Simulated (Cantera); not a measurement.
Input: 1 mol B2O3, 160 mol H2.

Cantera equilibrium calculation (NASA polynomials, part measured and part estimated; ideal gas, pure solids and liquids). Candidate condensed phases: B, B2O3, B3O3H3, H2O; 23 gas species. Equilibrium is a limit: real reactors are often held back by kinetics, nucleation or transport.

Task: What condenses at these points (T in K, P in Pa): (900, 10); (1650, 140); (1800, 1900); (1050, 140); (1950, 7200)?

Result: 
| T (K) | P in Pa | condensed phases | B condensed (%) |
|---|---|---|---|
| 900 | 10 | B2O3 | 100.0 |
| 1650 | 140 | gas only | 0.0 |
| 1800 | 1900 | gas only | 0.0 |
| 1050 | 140 | B2O3 | 99.9 |
| 1950 | 7200 | gas only | 0.0 |
